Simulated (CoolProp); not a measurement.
500 sccm (0 °C, 1 atm) of nitrogen bubbles through liquid n-perfluorohexane at 310.3 K and leaves saturated at a total pressure of 0.15 MPa (ideal gas phase). Each further row changes one setting.

Model: reference Helmholtz-energy equation of state, Gao 2022, in CoolProp.

```csv
case,vapour pressure (kPa),mole fraction of vapour,delivery (mg/min),delivery (sccm),change of delivery for a bath 1 K warmer (%)
as stated,48.8,0.325,3630,241,6.1
bath temperature 315.3 K,59.2,0.395,4920,326,6.5
total pressure 0.3 MPa,48.8,0.163,1460,97.1,4.8
```
